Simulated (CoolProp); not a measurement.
Methane along the isotherm 214.2 K: density (kg/m³) from the reference equation and from simpler models built on Tc = 190.6 K, pc = 4599 kPa, ω = 0.011; each cubic takes its own stable root.

Model: reference Helmholtz-energy equation of state, Setzmann 1991, in CoolProp.

```tsv
p (kPa)	phase	reference
1440	gas	14.05
2870	gas	30.84
4310	gas	52.35
5750	supercritical	82.27
7190	supercritical	127.6
8620	supercritical	179.3
10100	supercritical	213.8
11500	supercritical	234.0
12900	supercritical	248.4
14400	supercritical	260.1
15800	supercritical	269.0
17200	supercritical	276.6
18700	supercritical	283.6
20100	supercritical	289.3
21600	supercritical	294.9
23000	supercritical	299.6
```

Q: How far does each simpler model (ideal gas, Redlich-Kwong, Peng-Robinson) lie from the reference over these 16 states: mean and median of the absolute difference, and the worst?

A: 
- ideal gas: mean 40.2 %, median 42.3 %, worst -57.4 % at 214.2 K and 10100 kPa
- Redlich-Kwong: mean 4.5 %, median 4.6 %, worst -8.9 % at 214.2 K and 10100 kPa
- Peng-Robinson: mean 3.1 %, median 2.8 %, worst +6.4 % at 214.2 K and 23000 kPa
